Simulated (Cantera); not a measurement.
An isothermal, constant-pressure homogeneous reactor starts with NH3 : N2 = 1 : 1.1 (molar parts), at 1450 K and 0.0110 bar. Integrator tolerance rtol = 1e-08.

Detailed kinetics in Cantera: the gas-phase N/H chemistry of the illustrative SiF4/NH3 mechanism in the Surface Chemkin manual (1991). Walls and surfaces, which speed up NH3 decomposition in real reactors, are not modelled.

### Question
What does this change do: N2 1.1 to 0.25 parts?

### Answer
| quantity | before | after |
|---|---|---|
| x(NH3) at 300 s | 0.391 (gas-phase equilibrium 1.90e-7) | 0.667 (gas-phase equilibrium 2.46e-7) |
| x(N) at 300 s | 5.13e-9 (gas-phase equilibrium <1e-12) | 3.30e-9 (gas-phase equilibrium <1e-12) |
| x(N2) at 300 s | 0.522 (gas-phase equilibrium 0.516) | 0.222 (gas-phase equilibrium 0.333) |
| x(H2) at 300 s | 0.0864 (gas-phase equilibrium 0.484) | 0.111 (gas-phase equilibrium 0.667) |
| x(N2H2) at 300 s | 3.24e-7 (gas-phase equilibrium <1e-12) | 5.15e-7 (gas-phase equilibrium <1e-12) |
| x(H) at 300 s | 3.62e-6 (gas-phase equilibrium 6.31e-5) | 3.33e-6 (gas-phase equilibrium 7.41e-5) |
| x(NH2) at 300 s | 3.46e-5 (gas-phase equilibrium 5.23e-11) | 4.23e-5 (gas-phase equilibrium 5.79e-11) |

### Question
What does this change do: NH3 1 to 2.8 parts?

### Answer
```json
[
 {"quantity": "x(NH3) at 300 s", "before": "0.391 (gas-phase equilibrium 1.90e-7)", "after": "0.596 (gas-phase equilibrium 2.38e-7)"},
 {"quantity": "x(N) at 300 s", "before": "5.13e-9 (gas-phase equilibrium <1e-12)", "after": "3.67e-9 (gas-phase equilibrium <1e-12)"},
 {"quantity": "x(N2) at 300 s", "before": "0.522 (gas-phase equilibrium 0.516)", "after": "0.297 (gas-phase equilibrium 0.373)"},
 {"quantity": "x(H2) at 300 s", "before": "0.0864 (gas-phase equilibrium 0.484)", "after": "0.106 (gas-phase equilibrium 0.627)"},
 {"quantity": "x(N2H2) at 300 s", "before": "3.24e-7 (gas-phase equilibrium <1e-12)", "after": "4.66e-7 (gas-phase equilibrium <1e-12)"},
 {"quantity": "x(H) at 300 s", "before": "3.62e-6 (gas-phase equilibrium 6.31e-5)", "after": "3.44e-6 (gas-phase equilibrium 7.19e-5)"},
 {"quantity": "x(NH2) at 300 s", "before": "3.46e-5 (gas-phase equilibrium 5.23e-11)", "after": "4.07e-5 (gas-phase equilibrium 5.76e-11)"}
]
```

### Question
What does this change do: temperature 1450 to 1875 K?

### Answer
```tsv
quantity	before	after
x(NH3) at 300 s	0.391 (gas-phase equilibrium 1.90e-7)	7.94e-7 (gas-phase equilibrium 6.57e-8)
x(N) at 300 s	5.13e-9 (gas-phase equilibrium <1e-12)	1.09e-8 (gas-phase equilibrium 8.98e-10)
x(N2) at 300 s	0.522 (gas-phase equilibrium 0.516)	0.515 (gas-phase equilibrium 0.515)
x(H2) at 300 s	0.0864 (gas-phase equilibrium 0.484)	0.481 (gas-phase equilibrium 0.481)
x(N2H2) at 300 s	3.24e-7 (gas-phase equilibrium <1e-12)	<1e-12 (gas-phase equilibrium <1e-12)
x(H) at 300 s	3.62e-6 (gas-phase equilibrium 6.31e-5)	0.00436 (gas-phase equilibrium 0.00436)
x(NH2) at 300 s	3.46e-5 (gas-phase equilibrium 5.23e-11)	2.00e-8 (gas-phase equilibrium 1.65e-9)
```
